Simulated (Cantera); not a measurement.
Cantera run:

```python
import numpy as np
import cantera as ct

gas_names = """
    B2O3 CL2 O2 BCL3
""".split()
cond_names = """

""".split()


def load(file, names, dense=False):
    # The tables refer to 1 bar. Condensed volumes are neglected.
    table = {s.name: s for s in ct.Species.list_from_file(file)}
    out = []
    for n in names:
        d = dict(table[n].input_data)
        d["thermo"] = dict(d["thermo"], **{"reference-pressure": 1e5})
        if dense:
            d["equation-of-state"] = {"model": "constant-volume", "density": "1e6 g/cm^3"}
        out.append(ct.Species.from_dict(d))
    return out


species = {s.name: s for s in load("nasa_gas.yaml", gas_names) + load("nasa_condensed.yaml", cond_names)}
# Each term lists the table entries of one substance; the one whose range holds T is used.
reactions = {
    '2 B2O3(g) + 6 Cl2(g) = 3 O2(g) + 4 BCl3(g)':
        [(-2, ['B2O3']), (-6, ['CL2']), (3, ['O2']), (4, ['BCL3'])],
}


def pick(names, T):
    return next(species[n] for n in names if species[n].thermo.min_temp <= T <= species[n].thermo.max_temp)


results = []
for label, terms in reactions.items():
    print(label)
    print("     T/K   dH/kJ  dS/(J/K)   dG/kJ   log10 K")
    for T in [2073, 2123, 2173, 2223, 2273, 2323]:
        used = [(nu, pick(names, T)) for nu, names in terms]
        dH = sum(nu * s.thermo.h(T) for nu, s in used) / 1e6
        dS = sum(nu * s.thermo.s(T) for nu, s in used) / 1e3
        dG = dH - T * dS / 1e3
        logK = -dG * 1e6 / (ct.gas_constant * T * np.log(10))
        results.append((label, T, dH, dS, dG, logK, [s.name for _, s in used]))
        print(f"{T:8g} {dH:8.1f} {dS:8.1f} {dG:8.1f} {logK:8.2f}")
```

Result:

```
2 B2O3(g) + 6 Cl2(g) = 3 O2(g) + 4 BCl3(g)
     T/K   dH/kJ  dS/(J/K)   dG/kJ   log10 K
    2073     71.0   -118.7    317.0    -7.99
    2123     71.1   -118.6    322.9    -7.95
    2173     71.2   -118.6    328.9    -7.91
    2223     71.2   -118.6    334.8    -7.87
    2273     71.2   -118.6    340.7    -7.83
    2323     71.2   -118.6    346.7    -7.79
```

Source: NASA polynomial tables (part measured, part estimated), evaluated in Cantera. Condensed species are held in their standard states even where they would react or evaporate.
